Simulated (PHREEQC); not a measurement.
H2SO4 is added in steps, without added water, to 1 kg of water holding 0.027 mol/kgw KH2PO4, 0.15 mol/kgw NH3 and 0.18 mol/kgw KCl, at 20 °C. Oxygen alone is held at its pressure in air (log pO2 = -0.68). The system is closed to CO2. Solids allowed: Sylvite. Others were left out.

Base run: PHREEQC, ion-association model, phreeqc.dat. Each further column changes one thing. The table gives H3PO4 (mol/kgw).

| H2SO4 added (mol) | base | all activity coefficients set to 1 | database wateq4f.dat | metal-ligand complexes left out | Davies equation for every ion |
|---|---|---|---|---|---|
| 0 | 4.57e-14 | 1.36e-13 | 6.37e-14 | 4.99e-14 | 4.83e-14 |
| 0.01625 | 3.26e-13 | ? | 4.80e-13 | 3.42e-13 | 3.58e-13 |
| 0.03792 | 2.93e-12 | 9.40e-12 | 4.54e-12 | 2.99e-12 | 3.32e-12 |
| 0.05417 | 4.45e-11 | 1.39e-10 | ? | 4.47e-11 | 5.13e-11 |
| 0.07583 | 0.000803 | 0.000933 | 0.000799 | 0.000761 | 0.000780 |
| 0.09208 | 0.0116 | 0.0133 | 0.0116 | 0.0112 | 0.0114 |
| 0.1138 | 0.0179 | 0.0198 | ? | ? | ? |
| 0.13 | 0.0202 | 0.0219 | 0.0201 | 0.0198 | 0.0199 |

Q: Some entries are withheld; supply them.

A: 
- 0.01625, all activity coefficients set to 1: 1.02e-12
- 0.05417, database wateq4f.dat: 7.07e-11
- 0.1138, database wateq4f.dat: 0.0178
- 0.1138, metal-ligand complexes left out: 0.0174
- 0.1138, Davies equation for every ion: 0.0176

 H3PO4, which wateq4f.dat lacks, is added to it with the constant of phreeqc.dat. phreeqc.dat and wateq4f.dat share most of their constants, so their agreement is no independent check.
